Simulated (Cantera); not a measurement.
Input: 1 mol Fe(CO)₅, 1.7 mol N₂, held at 10.0 mbar.

Equilibrium computed with Cantera from the NASA thermochemical tables; the gas is ideal and each condensed phase is pure. Candidate condensed phases: C, Fe, Fe(CO)₅, FeO, Fe₂O₃, Fe₃O₄; 27 gas species. Condensed phases not in the tables: cementite and carbon dissolved in iron. The numbers say what is thermodynamically allowed, not how fast it happens. All values below are at 650 °C.

Base state: CO 0.725, N₂ 0.258, CO₂ 0.0166 (mole fractions); condensed: C(graphite) + Fe(α).

Q: What changes in the equilibrium state with this change: 0.65 mol H₂S added?

A: 
```
species           before     after
----------------  ------  --------
CO                 0.725     0.662
N₂                 0.258     0.235
H₂                     0    0.0887
CO₂               0.0166    0.0138
H₂O                    0  0.000907
H₂S                    0   5.07e-5
C(graphite), mol   0.109     0.107
Fe(α), mol          1.00     0.350
FeS(s), mol            0     0.650
```
FeS: taken at fixed stoichiometry. Further candidate phases: C₆H₆, C₇H₈, C₈H₁₈, Fe(OH)₂, Fe(OH)₃, FeS, FeSO₄, FeS₂, Fe₂(SO₄)₃, H₂O, H₂SO₄, S.
